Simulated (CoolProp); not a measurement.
Vapour-liquid equilibrium of R114 (1) + R113 (2) at 311.4 K; x and y are mole fractions of (1).

Model: multi-fluid Helmholtz-energy mixture model, Platzer 1990 and Marx 1992; pair parameters Bell 2016, in CoolProp. This equation is an older, rougher fit; its heat capacities, sound speeds and derivatives of the liquid may be far off and weren't checked against measurements.

Question: Give the bubble pressure and the first vapour's composition at x = 0.45, 0.85, 0.95. Is there an azeotrope?

Answer: x = 0.45: 0.1841 MPa, y = 0.768; x = 0.85: 0.2833 MPa, y = 0.955; x = 0.95: 0.3087 MPa, y = 0.986. No azeotrope shows between x = 0.05 and 0.95.

The pair parameters rest on a limited set of measurements; away from them the model extrapolates.
